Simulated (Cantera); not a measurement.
A perfectly stirred reactor is fed with 22.7 % H2, 16.2 % O2, 61.1 % N2, equivalence ratio 0.70, at 4.93 atm; it is adiabatic with a 498 K inlet, and is followed from long to short residence time, starting on the burning branch (τ in s: 0.031, 0.013, 0.0057, 0.0024, 0.001, 0.00045, 0.00019, 8.3e-05, 3.6e-05).

Cantera simulation using the H2/O2 subset of GRI-Mech 3.0, which has no nitrogen chemistry; the numbers are that mechanism's predictions, not measurements. The hydrogen kinetics of GRI-Mech 3.0 are dated; newer H2 mechanisms differ, most at raised pressure.

x: mole fraction; the columns are a selection and need not sum to one.

| τ (s) | T (K) | x H2 | x O2 | x H | x H2O2 | x OH |
|---|---|---|---|---|---|---|
| 0.031 | 2177 | 0.000542 | 0.0540 | 5.61e-5 | 4.29e-7 | 0.00357 |
| 0.013 | 2176 | 0.000615 | 0.0540 | 6.56e-5 | 4.41e-7 | 0.00372 |
| 0.0057 | 2173 | 0.000765 | 0.0540 | 8.67e-5 | 4.66e-7 | 0.00402 |
| 0.0024 | 2167 | ? | 0.0539 | ? | ? | ? |
| 0.0010 | 2157 | 0.00171 | 0.0538 | 0.000267 | 6.25e-7 | 0.00555 |
| 0.00045 | 2141 | ? | 0.0539 | ? | ? | ? |
| 0.00019 | 2113 | 0.00451 | 0.0540 | 0.00115 | 1.02e-6 | 0.00841 |
| 8.3e-5 | 2071 | 0.00725 | 0.0546 | 0.00238 | 1.34e-6 | 0.0101 |
| 3.6e-5 | 2007 | 0.0113 | 0.0557 | 0.00477 | 1.80e-6 | 0.0116 |

Task: What belongs in the gaps?

Result: 
- 0.0024, x H2: 0.00108
- 0.0024, x H: 0.000139
- 0.0024, x H2O2: 5.20e-7
- 0.0024, x OH: 0.00459
- 0.00045, x H2: 0.00271
- 0.00045, x H: 0.000529
- 0.00045, x H2O2: 7.80e-7
- 0.00045, x OH: 0.00678
